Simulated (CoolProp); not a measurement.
Saturated liquid density (kg/m³) of octamethyltrisiloxane (MDM): the reference equation beside estimates from Tc = 565.4 K, pc = 1.438 MPa, ω = 0.528. Rackett uses Z = 0.29056 − 0.08775 ω.

Computed with CoolProp (reference Helmholtz-energy equation of state, Thol 2017).

| T (K) | reference | Rackett | van der Waals | Redlich-Kwong | Soave-Redlich-Kwong | Peng-Robinson |
|---|---|---|---|---|---|---|
| 422.1 | 679.6 | 767.6 | 395.3 | 567.2 | 619.3 | 701.1 |
| 436.1 | 661.8 | 746.7 | 385.2 | 549.2 | 601.7 | 681.6 |
| 450.1 | 643.0 | 724.8 | 374.5 | [?] | 582.4 | 660.2 |
| 464 | 623.3 | 701.8 | 363.2 | 509.5 | 561.4 | 636.7 |
| 478 | 602.0 | 677.1 | 350.9 | 487.4 | 538.0 | 610.4 |
| 492 | 578.9 | 650.4 | [?] | 463.4 | [?] | 580.8 |
| 506 | 553.3 | 621.0 | 322.9 | 437.0 | 482.6 | 547.1 |
| 519.9 | 524.4 | 588.2 | 306.4 | 407.6 | 449.0 | 508.2 |
| 533.9 | 489.5 | 549.2 | 287.0 | 373.4 | [?] | 461.2 |
| 547.9 | [?] | 499.2 | 262.6 | 331.2 | 357.9 | 401.2 |

Problem. What belongs in the gaps?

Solution. 
- 450.1, Redlich-Kwong: 529.9
- 492, van der Waals: 337.6
- 492, Soave-Redlich-Kwong: 512.0
- 533.9, Soave-Redlich-Kwong: 408.8
- 547.9, reference: 443.4

Absolute difference from the reference over all 10 rows, mean and median: Rackett 12.5 and 12.5 %, van der Waals 41.6 and 41.7 %, Redlich-Kwong 20.1 and 19.5 %, Soave-Redlich-Kwong 12.2 and 11.1 %, Peng-Robinson 3.2 and 2.8 %.
